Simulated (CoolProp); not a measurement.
Carbon monoxide at 391.33 K and 1.88 MPa is throttled through a valve to 1.22 MPa with no heat exchange. Each further row changes one setting.

The numbers come from the reference Helmholtz-energy equation of state, Lemmon 2006 in CoolProp. It is a short technical equation, of lower accuracy than the large ones.

```tsv
case	temperature change (K)	final density (kg/m³)
as stated	___	___
outlet pressure 0.366 MPa	-2.0	___
outlet pressure 1.59 MPa	___	___
```

What belongs in the gaps?


- as stated, temperature change (K): -0.8
- as stated, final density (kg/m³): 10.5
- outlet pressure 0.366 MPa, final density (kg/m³): 3.16
- outlet pressure 1.59 MPa, temperature change (K): -0.4
- outlet pressure 1.59 MPa, final density (kg/m³): 13.7
